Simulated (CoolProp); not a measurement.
Vapour-liquid equilibrium of propane (1) + R245fa (2) at 330.8 K; x and y are mole fractions of (1).

Values from CoolProp's multi-fluid Helmholtz-energy mixture model, Lemmon 2009 and Akasaka 2015; pair parameters Bell 2016.

| x | bubble pressure (kPa) | y at the bubble point | dew pressure at overall composition x (kPa) | liquid density (mol/L) |
|---|---|---|---|---|
| 0.05 | 657.7 | 0.337 | 455.9 | 9.288 |
| 0.125 | 941.9 | 0.540 | 496.3 | 9.290 |
| 0.2 | 1163 | 0.633 | ___ | 9.286 |
| 0.275 | ___ | 0.686 | 600.8 | 9.276 |
| 0.35 | 1459 | 0.720 | 670.4 | 9.262 |
| 0.425 | 1557 | 0.745 | 757.2 | ___ |
| 0.5 | 1638 | 0.767 | 868.4 | 9.236 |
| 0.575 | 1710 | 0.787 | 1015 | 9.234 |
| 0.65 | 1776 | 0.810 | 1214 | ___ |
| 0.725 | 1841 | 0.835 | 1478 | 9.289 |
| 0.8 | 1902 | ___ | 1749 | 9.367 |
| 0.875 | ___ | 0.906 | 1916 | 9.491 |
| 0.95 | 2000 | 0.957 | 1996 | 9.670 |

Task: Complete the blanks.

Result: 
- 0.2, dew pressure at overall composition x (kPa): 543.8
- 0.275, bubble pressure (kPa): 1331
- 0.425, liquid density (mol/L): 9.247
- 0.65, liquid density (mol/L): 9.249
- 0.8, y at the bubble point: 0.866
- 0.875, bubble pressure (kPa): 1958

No azeotrope shows between x = 0.05 and 0.95.

Pair parameters are fitted to limited data, so mixtures are less certain than the pure fluids. With so large a gap from Raoult's law the liquid may split in two, which this calculation doesn't test in full.
